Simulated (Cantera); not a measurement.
Standard-state values (1 bar) from the NASA 1993 polynomials, evaluated with Cantera. Values are per mole of reaction as written; species without (g) are pure solids or liquids, kept so even where they would boil at 1 bar. TaC: taken at fixed stoichiometry.

Task: Between 675 and 2675 K, where is each reaction favourable under standard conditions?
- TaC + 2 O₂(g) → CO₂(g) + TaO₂(g)

Result: 
- TaC + 2 O₂(g) → CO₂(g) + TaO₂(g): ΔG° is -476 kJ at 675 K and -518 kJ at 2675 K; it stays negative (K > 1). ΔH° is -485 kJ and ΔS° 13 J/K at 2675 K.
